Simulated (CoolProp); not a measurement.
Vapour-liquid equilibrium of carbon dioxide (1) + n-perfluorobutane (2) at 276.5 K; x and y are mole fractions of (1).

Values from CoolProp's multi-fluid Helmholtz-energy mixture model, Span 1996 and Gao 2022; pair parameters Bell 2016.

```csv
x,"bubble pressure, mixture model (bar)","bubble pressure, Raoult's law (bar)","y, mixture model","y, Raoult's law"
0.05,…,3.091,0.599,0.615
0.15,7.539,6.770,0.830,0.843
0.25,11.96,10.45,0.891,0.910
0.35,15.85,14.13,0.917,0.942
0.45,19.06,17.81,0.931,0.961
0.55,…,21.49,…,0.974
0.65,24.45,25.17,0.950,0.983
0.75,27.40,28.85,0.961,0.989
0.85,31.00,32.53,0.974,0.994
0.95,35.50,36.20,…,0.998
```

Problem. Some entries are withheld; supply them.

Solution. 
- 0.05, bubble pressure, mixture model (bar): 3.159
- 0.55, bubble pressure, mixture model (bar): 21.81
- 0.55, y, mixture model: 0.941
- 0.95, y, mixture model: 0.991

The largest gap from Raoult's law is +14.4 % in bubble pressure, at x = 0.25. No azeotrope shows between x = 0.05 and 0.95.

Pair parameters are fitted to limited data, so mixtures are less certain than the pure fluids. The gap from Raoult's law changes sign with composition, which may be real or a fault of the pair parameters; it wasn't checked against measurements.
